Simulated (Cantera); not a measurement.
Cantera run, input and output.

```python
import numpy as np
import cantera as ct

gas = ct.Solution("gri30.yaml")
gas.TPX = 450, 13332, {'CO': 1, 'H2': 0.12, 'CH4': 0.025, 'O2': 0.569, 'N2': 1.54}
flame = ct.FreeFlame(gas, width=0.16)
flame.set_refine_criteria(ratio=3, slope=0.08, curve=0.16)
flame.transport_model = "mixture-averaged"
flame.solve(loglevel=0, auto=True)
z, T = flame.grid, flame.T
thick = (T[-1] - T[0]) / np.gradient(T, z).max()
show = ['CO', 'H2', 'CH4', 'CH2O', 'C2H6', 'NO2']
print(f"laminar burning velocity  {flame.velocity[0] * 100:.3f} cm/s")
print(f"burnt temperature         {T[-1]:.1f} K")
print(f"thermal thickness         {thick * 1e3:.4f} mm")
print(f"grid points               {len(z)}")
z0 = z[flame.heat_release_rate.argmax()]
print(f"{'z/mm':>9s}{'T/K':>9s}{'u/(m/s)':>9s}" + "".join(f"{s:>11s}" for s in show))
rows = []
for k in (-3, -2, -1.5, -1, -0.5, -0.25, 0, 0.25, 0.5, 1, 2, 4, 8):
    zz = z0 + k * thick
    rows.append([k * thick, np.interp(zz, z, T), np.interp(zz, z, flame.velocity),
                 *(np.interp(zz, z, flame.X[gas.species_index(s)]) for s in show)])
    print(f"{rows[-1][0] * 1e3:9.3f}{rows[-1][1]:9.1f}{rows[-1][2]:9.3f}" + "".join(f"{x:11.3e}" for x in rows[-1][3:]))
```

Output:

```
laminar burning velocity  175.636 cm/s
burnt temperature         2452.1 K
thermal thickness         6.2647 mm
grid points               178
     z/mm      T/K  u/(m/s)         CO         H2        CH4       CH2O       C2H6        NO2
  -18.794    450.0    1.756  3.073e-01  3.688e-02  7.683e-03  1.274e-14  3.779e-16 -9.181e-19
  -12.529    450.0    1.756  3.073e-01  3.688e-02  7.683e-03  1.398e-14  3.795e-16 -9.170e-19
   -9.397    450.0    1.756  3.073e-01  3.688e-02  7.683e-03  1.547e-13  6.113e-16 -7.968e-19
   -6.265    450.0    1.756  3.073e-01  3.687e-02  7.683e-03  1.584e-11  3.226e-14  1.163e-17
   -3.132    453.5    1.769  3.073e-01  3.650e-02  7.685e-03  2.687e-07  2.685e-09  2.780e-13
   -1.566    602.0    2.341  3.006e-01  3.350e-02  7.520e-03  5.885e-06  2.261e-07  2.865e-12
    0.000   1045.1    4.040  2.705e-01  1.901e-02  2.056e-03  4.858e-05  1.246e-07  2.018e-11
    1.566   1333.1    5.067  2.074e-01  5.901e-03  2.388e-06  1.643e-07  1.415e-13  1.528e-10
    3.132   1477.2    5.520  1.672e-01  5.549e-03  4.231e-10  1.242e-10  3.546e-20  3.186e-10
    6.265   1618.0    5.958  1.483e-01  6.335e-03  1.002e-15  4.014e-11 -1.942e-28  5.997e-10
   12.529   1761.4    6.419  1.477e-01  6.545e-03  1.268e-17  2.531e-11 -1.756e-29  1.064e-09
   25.059   1919.3    6.913  1.450e-01  6.222e-03  3.160e-18  2.076e-11 -2.740e-30  1.914e-09
   50.117   2082.3    7.406  1.378e-01  5.537e-03  1.433e-18  1.992e-11 -3.263e-31  4.898e-09
```

Detailed kinetics in Cantera: GRI-Mech 3.0 (53 species, 325 reactions). Burning velocities carry a grid error of a few per cent, more on coarse grids.
